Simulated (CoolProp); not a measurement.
Nitrous oxide at 298.15 K and 0.617 MPa is throttled through a valve to 0.314 MPa with no heat exchange. Each further row changes one setting.

Model: reference Helmholtz-energy equation of state, Lemmon 2006, in CoolProp. It is a short technical equation, of lower accuracy than the large ones.

| case | temperature change (K) | final density (kg/m³) |
|---|---|---|
| as stated | ? | ? |
| outlet pressure 0.0942 MPa | ? | ? |
| outlet pressure 0.408 MPa | ? | ? |

Task: What belongs in the gaps?

Result: 
- as stated, temperature change (K): -3.4
- as stated, final density (kg/m³): 5.74
- outlet pressure 0.0942 MPa, temperature change (K): -5.9
- outlet pressure 0.0942 MPa, final density (kg/m³): 1.72
- outlet pressure 0.408 MPa, temperature change (K): -2.3
- outlet pressure 0.408 MPa, final density (kg/m³): 7.47
